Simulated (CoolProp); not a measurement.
A single-stage vapour-compression cycle with the fluid: evaporating at 218.15 K (dew point), condensing at 247.15 K (bubble point), superheat 2 K, subcooling 5 K, compressor efficiency 0.65, no pressure losses. The same conditions are run with several fluids, on thermodynamics alone (safety and materials aside).

The numbers come from the reference Helmholtz-energy equation of state of each fluid (C3F8 (R218): Lemmon 2006; vinyl chloride: Thol 2022; nitrous oxide: Lemmon 2006; R404A: Lemmon 2003; R124: de Vries 1995; ethylene: Smukala 2000) in CoolProp. Blends and air are pseudo-pure fits.

```json
[
 {"fluid": "C3F8 (R218)", "cooling COP": "4.38", "pressure ratio": "[?]", "discharge temperature (K)": "[?]", "refrigerating effect (kJ/kg)": "89.7", "volumetric capacity (kJ/m³)": "388"},
 {"fluid": "vinyl chloride", "cooling COP": "4.46", "pressure ratio": "[?]", "discharge temperature (K)": "319.8", "refrigerating effect (kJ/kg)": "354", "volumetric capacity (kJ/m³)": "156"},
 {"fluid": "nitrous oxide", "cooling COP": "4.25", "pressure ratio": "2.82", "discharge temperature (K)": "[?]", "refrigerating effect (kJ/kg)": "291", "volumetric capacity (kJ/m³)": "4040"},
 {"fluid": "R404A", "cooling COP": "4.36", "pressure ratio": "3.91", "discharge temperature (K)": "276.0", "refrigerating effect (kJ/kg)": "177", "volumetric capacity (kJ/m³)": "611"},
 {"fluid": "R124", "cooling COP": "4.56", "pressure ratio": "4.99", "discharge temperature (K)": "275.5", "refrigerating effect (kJ/kg)": "162", "volumetric capacity (kJ/m³)": "132"},
 {"fluid": "ethylene", "cooling COP": "4.04", "pressure ratio": "[?]", "discharge temperature (K)": "287.3", "refrigerating effect (kJ/kg)": "331", "volumetric capacity (kJ/m³)": "5340"}
]
```

Fill in the missing entries.


- C3F8 (R218), pressure ratio: 3.93
- C3F8 (R218), discharge temperature (K): 252.7
- vinyl chloride, pressure ratio: 4.69
- nitrous oxide, discharge temperature (K): 305.9
- ethylene, pressure ratio: 2.40
